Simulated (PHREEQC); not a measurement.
Brine

Consider water at 22 °C with 2.3 mol/kgw NaBr, 0.13 mol/kgw MgSO4 and 0.69 mol/kgw LiCl. Closed to the air; pH follows from the charge balance.

Model: Pitzer model, pitzer.dat, run in PHREEQC.

Each row changes one thing in this solution. Precipitation was switched off in this run.

| case | pH | HSO4- (mol/kgw) | SI of Mirabilite (Na2SO4:10H2O) | SI of Halite (NaCl) |
|---|---|---|---|---|
| as made | 6.18 | 2.62e-7 | -1.11 | -1.57 |
| LiCl replaced by HCl at the same molality | -0.20 | 0.0930 | -1.75 | -1.55 |
| MgSO4 from 0.13 to 0.026 mol/kgw | 6.38 | 3.78e-8 | -1.74 | -1.57 |
| LiCl from 0.69 to 1.38 mol/kgw | 6.05 | 3.34e-7 | -1.22 | -1.15 |
| LiCl from 0.69 to 0.138 mol/kgw | 6.26 | 2.20e-7 | -1.02 | -2.35 |
| MgSO4 from 0.13 to 1.3 mol/kgw | 5.67 | [?] | -0.54 | -1.34 |
| NaBr from 2.3 to 0.46 mol/kgw | 6.69 | 2.26e-7 | [?] | -2.40 |

Q: Some entries are withheld; supply them.

A: 
- MgSO4 from 0.13 to 1.3 mol/kgw, HSO4- (mol/kgw): 2.48e-6
- NaBr from 2.3 to 0.46 mol/kgw, SI of Mirabilite (Na2SO4:10H2O): -1.95
